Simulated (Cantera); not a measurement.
An adiabatic, constant-pressure homogeneous reactor starts with 26.2 % CH3OH, 19.6 % O2, 53.2 % N2, 0.969 % CO2, equivalence ratio 2.0, at 1100 K and 1.00 bar.

Computed with Cantera and GRI-Mech 3.0 (53 species, 325 reactions). GRI-Mech 3.0 was tuned for natural gas; its chemistry of methanol as a main component is partial and can be far from experiment.

Question: Predict: time of steepest temperature rise; temperature at 0.100 s; equilibrium temperature; x(O2) at 0.100 s; x(CO2) at 0.100 s; x(CO) at 0.100 s.

Answer: 
- time of steepest temperature rise: 47.4 ms
- temperature at 0.100 s: 2408 K
- equilibrium temperature: 2407 K
- x(O2) at 0.100 s: 4.74e-5 (gas-phase equilibrium 4.73e-5)
- x(CO2) at 0.100 s: 0.0481 (gas-phase equilibrium 0.0481)
- x(CO) at 0.100 s: 0.156 (gas-phase equilibrium 0.156)
